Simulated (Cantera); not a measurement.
Charge: 1 mol SiH2Cl2, 1.7 mol HCl, 680 mol H2, equilibrated at 120000 Pa.

Cantera equilibrium calculation (NASA polynomials, part measured and part estimated; ideal gas, pure solids and liquids). Candidate condensed phases: Si; 19 gas species. Gases not in the tables: Si2H6 and higher silanes. Rates play no part.

Task: Which condensed phases are stable at each of these points (T (°C)): 650, 725, 800, 875, 950, 1025, 1100, 1175, 1250, 1325, 1400, 1475, 1550?

Result: 
```tsv
T (°C)	condensed phases	Si condensed (%)
650	Si(s)	8.4
725	Si(s)	31.3
800	Si(s)	57.8
875	Si(s)	78.4
950	Si(s)	88.4
1025	Si(s)	91.9
1100	Si(s)	93.0
1175	Si(s)	93.2
1250	Si(s)	93.1
1325	Si(s)	92.7
1400	Si(s)	92.1
1475	Si(l)	91.8
1550	Si(l)	91.1
```

From 650 °C to 1400 °C the condensed part is Si(s). From 1475 °C to 1550 °C the condensed part is Si(l).
